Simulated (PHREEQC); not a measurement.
## Copper plating or etch bath with buffer (model solution)

Solution A (120 mmol/kgw CuCl2 and 0.21 mmol/kgw H2SO4) is mixed with solution B (110 mmol/kgw H3PO4, 0.18 mmol/kgw Na2B4O7 and 0.28 mmol/kgw KCl) at 81 °C; shares are by mass of water, 1 kg in all. Oxygen alone is held at its pressure in air (log pO2 = -0.68). CO2 from the air is kept out. Solids allowed: Tenorite, Brochantite, Antlerite, Atacamite, Cu3(PO4)2:3H2O, Halite, Mirabilite, Chalcanthite. Others were left out.

The series has 21 steps of share of solution B, from 0 to 1.

The numbers come from PHREEQC with the ion-association model, wateq4f.dat.

Q: Which solids form, in which order, and at which step of the series does each first stand?

A: Atacamite from the start (pH 3.27), last present at share of solution B = 0.

Complexes and solids missing from the database can't appear. H3PO4, which wateq4f.dat lacks, is added to it with the constant of phreeqc.dat. Constants without temperature data keep their 25 °C values here. The database has no phosphate complexes of Cu.
